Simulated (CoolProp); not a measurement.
Properties of R124 along the isotherm 143.85 °C.

Computed with CoolProp (reference Helmholtz-energy equation of state, de Vries 1995).

```tsv
p (MPa)	phase	density (kg/m³)	cv (kJ/(kg K))	isothermal compressibility (1/MPa)	viscosity (µPa s)	fugacity coefficient
0.755	gas	31.69	0.8346	1.416	18.1	0.9408
1.51	gas	68.30	0.8484	0.7700	18.3	0.8829
2.27	gas	112.4	0.8650	0.5732	18.9	0.8258
3.02	gas	167.5	0.8854	0.5044	20.0	0.7701
3.78	supercritical	245.6	0.9134	0.5175	22.4	0.7137
4.53	supercritical	376.9	0.9541	0.6475	28.7	0.6573
5.29	supercritical	607.4	0.9665	0.4520	46.2	0.5991
6.04	supercritical	744.0	0.9366	0.1599	60.4	0.5479
6.8	supercritical	813.1	0.9206	0.08702	68.8	0.5056
7.55	supercritical	857.7	0.9117	0.05892	74.7	0.4718
8.31	supercritical	891.5	0.9061	0.04413	79.5	0.4435
9.06	supercritical	918.2	0.9023	0.03529	83.7	0.4203
```

Viscosity comes from a separate model (Bell 2016), an estimate that may be off by 10 % or more.
